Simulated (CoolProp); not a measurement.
The fluid at 298.15 K and 1.43 MPa expands adiabatically to 0.159 MPa with isentropic efficiency 0.7. The same conditions are run with several fluids, on thermodynamics alone (safety and materials aside).

Model: reference Helmholtz-energy equation of state of each fluid (methane: Setzmann 1991; carbon monoxide: Lemmon 2006; CF4 (R14): Platzer 1990; hydrogen chloride: Thol 2018; nitrous oxide: Lemmon 2006), in CoolProp. The equations of Platzer and Polt are older, rougher fits.

```tsv
fluid	work (kJ/kg)	final temperature (K)	final phase	final density (kg/m³)
methane	?	209.2	gas	1.48
carbon monoxide	100.0	199.2	gas	2.70
CF4 (R14)	35.4	236.0	gas	7.22
hydrogen chloride	?	196.5	?	3.75
nitrous oxide	?	?	gas	?
```

Complete the blanks.


- methane, work (kJ/kg): 180
- hydrogen chloride, work (kJ/kg): 73.8
- hydrogen chloride, final phase: two-phase, vapour fraction 0.987
- nitrous oxide, work (kJ/kg): 63.7
- nitrous oxide, final temperature (K): 207.5
- nitrous oxide, final density (kg/m³): 4.17
